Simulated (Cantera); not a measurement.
Feed: 1 mol S, 0.08 mol SO₂, at 1050 K and 12.0 Pa.

Cantera equilibrium calculation (NASA polynomials, part measured and part estimated; ideal gas, pure solids and liquids). Candidate condensed phases: S; 10 gas species. Gases not in the tables: S₃ to S₇. Kinetics and transport are ignored.

Base state: S₂ 0.861, SO₂ 0.137, S₂O 0.00197, SO 0.000450 (mole fractions); condensed: gas only.

Q: What changes in the equilibrium state with this change: SO₂ from 0.08 to 0.01 mol?

A: 
```json
[
 {"species": "S₂", "before": "0.861", "after": "0.980"},
 {"species": "SO₂", "before": "0.137", "after": "0.0191"},
 {"species": "S₂O", "before": "0.00197", "after": "0.000812"},
 {"species": "SO", "before": "0.000450", "after": "0.000174"}
]
```
